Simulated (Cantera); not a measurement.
Feed: 1 mol n-butane, 0.033 mol NH3, 1.3 mol H2, at 1098.15 K and 13.3 mbar.

Equilibrium computed with Cantera from the NASA thermochemical tables; the gas is ideal and each condensed phase is pure. Candidate condensed phases: C, C6H6, C7H8, C8H18; 92 gas species. Equilibrium is a limit: real reactors are often held back by kinetics, nucleation or transport.

Base state: H2 0.997, N2 0.00259, CH4 0.000484 (mole fractions); condensed: C(graphite).

**Question.** What changes in the equilibrium state with this change: NH3 from 0.033 to 0.022 mol?

**Answer.** 
```json
[
 {"species": "H2", "before": "0.997", "after": "0.998"},
 {"species": "N2", "before": "0.00259", "after": "0.00173"},
 {"species": "CH4", "before": "0.000484", "after": "0.000484"},
 {"species": "C(graphite), mol", "before": "4.00", "after": "4.00"}
]
```
